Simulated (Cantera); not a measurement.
A perfectly stirred reactor is fed with H2 : O2 = 0.032 : 1 (molar parts), at 0.0109 atm; it is held at 1400 K, and followed from long to short residence time.

Detailed kinetics in Cantera: the H2/O2 subset of GRI-Mech 3.0, which has no nitrogen chemistry. Radical loss at walls, strong at low pressure, is not modelled.

### Question
What does this change do: temperature 1400 to 1025 K?

### Answer
```csv
quantity,before,after
x(H2) at τ = 14.0 s,2.45e-5,6.26e-5
x(O2) at τ = 14.0 s,0.967,0.968
x(H) at τ = 14.0 s,2.98e-5,1.23e-5
x(HO2) at τ = 14.0 s,2.11e-7,7.53e-7
x(H2O2) at τ = 14.0 s,8.60e-9,3.66e-8
x(H2) at τ = 0.340 s,0.000206,0.000517
x(O2) at τ = 0.340 s,0.956,0.965
x(H) at τ = 0.340 s,0.000749,0.000440
x(HO2) at τ = 0.340 s,7.30e-7,2.55e-6
x(H2O2) at τ = 0.340 s,2.20e-8,6.78e-8
```
